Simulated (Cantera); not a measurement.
A Cantera script and what it prints.

```python
import numpy as np
import cantera as ct

gas_names = """
    SO2 COS O CO2 CS2
""".split()
cond_names = """
    C(gr) S(cr1) S(cr2) S(L)
""".split()


def load(file, names, dense=False):
    # The tables refer to 1 bar. Condensed volumes are neglected.
    table = {s.name: s for s in ct.Species.list_from_file(file)}
    out = []
    for n in names:
        d = dict(table[n].input_data)
        d["thermo"] = dict(d["thermo"], **{"reference-pressure": 1e5})
        if dense:
            d["equation-of-state"] = {"model": "constant-volume", "density": "1e6 g/cm^3"}
        out.append(ct.Species.from_dict(d))
    return out


species = {s.name: s for s in load("nasa_gas.yaml", gas_names) + load("nasa_condensed.yaml", cond_names)}
# Each term lists the table entries of one substance; the one whose range holds T is used.
reactions = {
    'C + SO2(g) = COS(g) + O(g)':
        [(-1, ['C(gr)']), (-1, ['SO2']), (1, ['COS']), (1, ['O'])],
    'CO2(g) + 2 S = 2 O(g) + CS2(g)':
        [(-1, ['CO2']), (-2, ['S(cr1)', 'S(cr2)', 'S(L)']), (2, ['O']), (1, ['CS2'])],
}


def pick(names, T):
    return next(species[n] for n in names if species[n].thermo.min_temp <= T <= species[n].thermo.max_temp)


results = []
for label, terms in reactions.items():
    print(label)
    print("     T/K   dH/kJ  dS/(J/K)   dG/kJ   log10 K")
    for T in [498, 548, 598, 648, 698, 748, 798, 848, 898, 948]:
        used = [(nu, pick(names, T)) for nu, names in terms]
        dH = sum(nu * s.thermo.h(T) for nu, s in used) / 1e6
        dS = sum(nu * s.thermo.s(T) for nu, s in used) / 1e3
        dG = dH - T * dS / 1e3
        logK = -dG * 1e6 / (ct.gas_constant * T * np.log(10))
        results.append((label, T, dH, dS, dG, logK, [s.name for _, s in used]))
        print(f"{T:8g} {dH:8.1f} {dS:8.1f} {dG:8.1f} {logK:8.2f}")
```

It prints:

```
C + SO2(g) = COS(g) + O(g)
     T/K   dH/kJ  dS/(J/K)   dG/kJ   log10 K
     498    410.0    145.0    337.8   -35.43
     548    410.4    145.8    330.5   -31.51
     598    410.8    146.4    323.2   -28.23
     648    411.1    146.9    315.9   -25.46
     698    411.3    147.3    308.5   -23.09
     748    411.6    147.6    301.2   -21.03
     798    411.7    147.8    293.8   -19.23
     848    411.9    148.0    286.4   -17.64
     898    412.0    148.2    279.0   -16.23
     948    412.2    148.3    271.6   -14.96
CO2(g) + 2 S = 2 O(g) + CS2(g)
     T/K   dH/kJ  dS/(J/K)   dG/kJ   log10 K
     498   1002.1    265.9    869.7   -91.22
     548   1000.6    263.1    856.4   -81.63
     598    999.3    260.9    843.3   -73.66
     648    998.4    259.4    830.3   -66.93
     698    997.7    258.3    817.4   -61.17
     748    997.1    257.4    804.5   -56.18
     798    996.4    256.6    791.6   -51.82
     848    995.7    255.7    778.8   -47.97
     898    994.7    254.6    766.1   -44.56
     948    993.6    253.4    753.4   -41.51
```

Source: NASA polynomial tables (part measured, part estimated), evaluated in Cantera. Condensed species are held in their standard states even where they would react or evaporate.
